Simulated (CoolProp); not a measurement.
Saturated liquid density (kg/m³) of C2F6 (R116): the reference equation beside estimates from Tc = 19.9 °C, pc = 30.48 bar, ω = 0.257.

Values from CoolProp's reference Helmholtz-energy equation of state, Lemmon 2006. It is a short technical equation, of lower accuracy than the large ones.

```csv
T (°C),reference,Redlich-Kwong,Soave-Redlich-Kwong,Peng-Robinson
-69.35,1566,1435,1493,1691
-66.25,1551,1419,1478,1674
-63.15,1537,1403,1462,1657
-60.05,1522,1386,1446,[?]
-56.95,1507,1369,1429,1620
-53.85,1491,1351,1412,1601
-50.75,[?],1333,1394,1581
-47.65,1459,1314,1376,1561
-44.55,1443,1295,1357,1540
-41.45,1426,1275,1338,1518
-38.35,[?],1255,1317,1495
-35.25,1391,1234,1296,1471
-32.15,1373,1212,1274,1447
-29.05,1354,1190,1252,1421
-25.95,1335,1167,1228,1394
```

**Question.** Fill in the missing entries.

**Answer.** 
- -60.05, Peng-Robinson: 1639
- -50.75, reference: 1476
- -38.35, reference: 1409

Absolute difference from the reference over all 15 rows, mean and median: Redlich-Kwong 10.1 and 9.9 %, Soave-Redlich-Kwong 5.9 and 5.7 %, Peng-Robinson 6.7 and 7.0 %.
